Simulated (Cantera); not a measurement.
Cantera run, input and output.

```python
import numpy as np
import cantera as ct

gas = ct.Solution("gri30.yaml")
gas.TPX = 2000, 45000, {'C2H6': 1, 'N2': 130}
reactor = ct.IdealGasConstPressureReactor(gas, energy="off", clone=False)
net = ct.ReactorNet([reactor])
net.rtol, net.atol = 1e-08, 1e-18
show = ['C2H6', 'C2H', 'CH4', 'H2', 'H', 'C2H2']
times = np.geomspace(1e-05, 4, 14)

steps = ct.SolutionArray(gas, extra=["t"])
rows = []
print(f"{'t/s':>10s}{'T/K':>9s}{'P/Pa':>11s}" + "".join(f"{s:>11s}" for s in show))
for t in times:
    while net.time < t:
        t_next = net.step()
        steps.append(gas.state, t=t_next)
    rows.append([np.interp(t, steps.t, y) for y in (steps.T, steps.P, *steps(*show).X.T)])
    print(f"{t:10.3e}{rows[-1][0]:9.1f}{rows[-1][1]:11.4g}" + "".join(f"{x:11.3e}" for x in rows[-1][2:]))
rate = np.gradient(steps.T, steps.t)
print("integrator steps:", len(steps.t))
if steps.T.max() > steps.T[0] + 200:
    print(f"time of steepest temperature rise: {steps.t[rate.argmax()]:.4e} s")
gas.TPX = 2000, 45000, {'C2H6': 1, 'N2': 130}
gas.equilibrate("TP")
print(f"equilibrium (TP): T = {gas.T:.1f} K  " + "  ".join(f"{s} {gas[s].X[0]:.3e}" for s in show))
```

It prints:

```
       t/s      T/K       P/Pa       C2H6        C2H        CH4         H2          H       C2H2
 1.000e-05   2000.0    4.5e+04  1.960e-03  2.980e-07  2.945e-04  1.355e-03  8.384e-04  1.287e-04
 2.697e-05   2000.0    4.5e+04  1.160e-04  9.365e-06  8.715e-04  6.537e-03  1.312e-03  2.474e-03
 7.275e-05   2000.0    4.5e+04  5.325e-06  8.009e-06  9.102e-04  1.144e-02  8.488e-04  5.696e-03
 1.962e-04   2000.0    4.5e+04  8.532e-07  4.791e-06  6.617e-04  1.327e-02  4.999e-04  6.790e-03
 5.293e-04   2000.0    4.5e+04  2.180e-07  3.178e-06  4.698e-04  1.394e-02  3.348e-04  7.080e-03
 1.428e-03   2000.0    4.5e+04  6.437e-08  2.473e-06  3.152e-04  1.432e-02  2.627e-04  7.213e-03
 3.851e-03   2000.0    4.5e+04  1.817e-08  2.330e-06  1.757e-04  1.459e-02  2.491e-04  7.304e-03
 1.039e-02   2000.0    4.5e+04  3.229e-09  2.444e-06  7.076e-05  1.477e-02  2.625e-04  7.361e-03
 2.802e-02   2000.0    4.5e+04  2.532e-10  2.580e-06  1.883e-05  1.485e-02  2.779e-04  7.382e-03
 7.557e-02   2000.0    4.5e+04  5.548e-12  2.697e-06  2.630e-06  1.488e-02  2.909e-04  7.385e-03
 2.038e-01   2000.0    4.5e+04  4.522e-13  2.755e-06  5.682e-07  1.488e-02  2.972e-04  7.385e-03
 5.498e-01   2000.0    4.5e+04  2.747e-13  2.760e-06  3.200e-07  1.489e-02  2.979e-04  7.385e-03
 1.483e+00   2000.0    4.5e+04  2.460e-13  2.760e-06  2.589e-07  1.489e-02  2.979e-04  7.383e-03
 4.000e+00   2000.0    4.5e+04  2.462e-13  2.759e-06  2.596e-07  1.489e-02  2.979e-04  7.381e-03
integrator steps: 1263
equilibrium (TP): T = 2000.0 K  C2H6 6.653e-14  C2H 1.637e-07  CH4 2.607e-07  H2 1.489e-02  H 2.980e-04  C2H2 4.379e-04
```

Detailed kinetics in Cantera: GRI-Mech 3.0 (53 species, 325 reactions). GRI-Mech 3.0 stops at C3 and has no aromatics, soot or wall deposition, so with more carbon than oxygen in the feed, carbon stays in small species such as C2H2 where larger ones or solid carbon would form.
